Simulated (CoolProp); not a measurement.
A closed Brayton cycle with dry air: compressor inlet 313.15 K and 2.6 MPa, high pressure 6.71 MPa, turbine inlet 935 K, compressor efficiency 0.8, turbine efficiency 0.9, recuperator effectiveness 0 (on enthalpy, no pinch check). Each further row changes one setting.

The numbers come from the reference Helmholtz-energy equation of state, Lemmon 2000 in CoolProp. It is a pseudo-pure fit of the blend.

```csv
case,thermal efficiency (%),net work (kJ/kg),compressor to turbine work,compressor exit (K),turbine exit (K)
as stated,15.2,82.9,0.60,435.1,751.5
turbine inlet 885 K,14.7,71.7,0.63,435.1,709.8
compressor inlet 323.15 K,14.9,78.8,0.62,448.8,751.5
high pressure 5.7 MPa,13.1,74.6,0.57,411.8,780.4
recuperator effectiveness 0.5,22.0,82.9,0.60,435.1,751.5
```
